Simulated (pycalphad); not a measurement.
CALPHAD calculation (pycalphad, COST 507 light-alloy database (1999)), 1 atm. The data set is of 1999 and partly superseded. Phase fractions are per mole of atoms.

**Question.** Give the equilibrium state of Al-3.273Si-6.589Fe (wt.%) at 752 °C.

**Answer.** LIQUID, fraction 0.963, with 3.4 Si, 5.0 Fe wt.%; AL13FE4, fraction 0.037, with 0.37 Si, 39.3 Fe wt.%.

**Question.** Give the equilibrium state of Al-3.273Si-6.589Fe (wt.%) at 527 °C.

**Answer.** 
```
T = 800.00 K, P = 101325 Pa, N = 1 mol of atoms
G = -33642 J/mol, H = 9860 J/mol, S = 54.38 J/(mol K)  (SER reference)
chemical potentials (J/mol): Al -30193, Si -29459, Fe -135430
phase             fraction      x(Al)      x(Si)      x(Fe)
FCC_A1              0.7871     0.9970     0.0030   3.75e-05
ALFESI_BETA         0.1870     0.7000     0.1500     0.1500
ALFESI_ALPHA        0.0259     0.7243     0.0857     0.1900
```

Database names, with the compositions (at.%) that they take in these runs: AL13FE4: Al 76 Fe 24; ALFESI_BETA: Al 70 Si 15 Fe 15; ALFESI_ALPHA: Al 71-73 Fe 19 Si 8-10. FCC_A1 is fcc.
